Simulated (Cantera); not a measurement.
An adiabatic, constant-pressure homogeneous reactor starts with CH₄ : C₂H₆ : O₂ : N₂ : CO₂ = 1 : 0.053 : 1.82 : 17.1 : 2.4 (molar parts), at 1775 K and 4.93 atm. Integrator tolerance rtol = 1e-08.

Model: GRI-Mech 3.0 (53 species, 325 reactions), integrated in Cantera.

| quantity | before | after |
|---|---|---|
| time of steepest temperature rise | 43.0 µs | 0.604 ms |
| temperature at 0.400 s | 2447 K | 2210 K |
| equilibrium temperature | 2447 K | 2210 K |
| x(CH₄) at 0.400 s | <1e-12 (gas-phase equilibrium <1e-12) | <1e-12 (gas-phase equilibrium <1e-12) |
| x(C₂H₆) at 0.400 s | <1e-12 (gas-phase equilibrium <1e-12) | <1e-12 (gas-phase equilibrium <1e-12) |
| x(O₂) at 0.400 s | 0.00185 (gas-phase equilibrium 0.00185) | 0.000156 (gas-phase equilibrium 0.000156) |
| x(CH₃) at 0.400 s | <1e-12 (gas-phase equilibrium <1e-12) | <1e-12 (gas-phase equilibrium <1e-12) |
| x(HCN) at 0.400 s | 9.74e-10 (gas-phase equilibrium 9.74e-10) | 7.38e-10 (gas-phase equilibrium 7.39e-10) |

Q: Name the change that produced these shifts.
A) pressure from 4.93 atm to 18.8 atm
B) initial temperature 1775 to 1050 K
C) initial temperature 1775 to 1475 K
D) N2 17.1 to 6.5 parts

A: C, initial temperature 1775 to 1475 K
